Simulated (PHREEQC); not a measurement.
Make-up at 25 °C: 0.06 mol CuSO4, 0.015 mol MnSO4 and 0.15 mol FeCl3 per kg of water. Closed to the air; pH follows from the charge balance.

Computed with PHREEQC (ion-association model, phreeqc.dat).

The pH is 2.08 and the ionic strength is 0.586 mol/kgw. The activity of water comes out as 0.990. The total alkalinity is -300 meq/kg.

```tsv
species	molality	activity	log γ
Cl-	0.356	0.228	-0.194
FeSO4+	0.0498	0.0335	-0.173
FeCl+2	0.0482	0.00980	-0.692
Cu+2	0.0449	0.0107	-0.623
Fe+3	0.0170	0.00143	-1.077
FeCl2+	0.0148	0.00996	-0.173
SO4-2	0.0111	0.00214	-0.715
H+	0.0110	0.00835	-0.120
```

This is a speciation only: nothing precipitates in the calculation. The solution is supersaturated, for example in Hematite (slow to form), Goethite (slow to form), so a real one may precipitate; this is no full list.
